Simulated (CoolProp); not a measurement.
The numbers come from the reference Helmholtz-energy equation of state, de Reuck 1990 in CoolProp.

**Question.** For fluorine, give the phase and the isothermal compressibility (1/MPa), expansivity (1/kK), fugacity coefficient at -173.25 °C and 3.49 bar; -173.25 °C and 5.24 bar; -173.25 °C and 17.5 bar.

**Answer.** 
- -173.25 °C and 3.49 bar: gas; isothermal compressibility 3.11, expansivity 12.7, fugacity coefficient 0.931
- -173.25 °C and 5.24 bar: liquid; isothermal compressibility 0.00304, expansivity 5.84, fugacity coefficient 0.744
- -173.25 °C and 17.5 bar: liquid; isothermal compressibility 0.00293, expansivity 5.70, fugacity coefficient 0.232
